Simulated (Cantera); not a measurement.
A perfectly stirred reactor is fed with C2H6 : N2 = 1 : 5.8 (molar parts), at 1330 Pa; it is held at 1400 K, and followed from long to short residence time.

Computed with Cantera and GRI-Mech 3.0 (53 species, 325 reactions). GRI-Mech 3.0 stops at C3 and has no aromatics, soot or wall deposition, so with more carbon than oxygen in the feed, carbon stays in small species such as C2H2 where larger ones or solid carbon would form. Radical loss at walls, strong at low pressure, is not modelled.

One state of this run: x C2H6 = 0.144; x C2H2 = 5.70e-6; x CH4 = 0.000543; x H = 2.50e-5; x C2H = 5.57e-11. x: mole fraction; the columns are a selection and need not sum to one.

**Question.** Which value of τ (s) does it belong to?
(A) 0.00055
(B) 2.7
(C) 0.0023
(D) 0.65

**Answer.** A, 0.00055
